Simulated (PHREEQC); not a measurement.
Model water analysis in mg/L, 25 °C, pH 5.98, pe 2.6:

```csv
constituent,mg/L
Na,2.58
K,0.523
Ca,7.31
Mg,0.115
Cl,2.6
S(6) as SO4,16.9
Alkalinity as HCO3,5.43
F,0.029
```

Cl is adjusted to close the charge balance.
Valence states are taken as typed.

Computed with PHREEQC (ion-association model, phreeqc.dat).

```yaml
ionic_strength: 0.000846 mol/kgw
```

```csv
species,molality,activity,log γ
CO2,0.000205,0.000205,0.000
Ca+2,0.000178,0.000156,-0.056
SO4-2,0.000171,0.000150,-0.057
Na+,0.000112,0.000108,-0.014
HCO3-,8.99e-5,8.70e-5,-0.014
Cl-,5.75e-5,5.56e-5,-0.014
K+,1.34e-5,1.29e-5,-0.014
Mg+2,4.58e-6,4.03e-6,-0.056
CaSO4,4.18e-6,4.18e-6,0.000
F-,1.52e-6,1.47e-6,-0.014
H+,1.08e-6,1.05e-6,-0.014
CaHCO3+,1.79e-7,1.74e-7,-0.014
MgSO4,1.42e-7,1.42e-7,0.000
NaSO4-,8.46e-8,8.19e-8,-0.014
HSO4-,1.58e-8,1.53e-8,-0.014
```

This is a speciation only: nothing precipitates in the calculation.
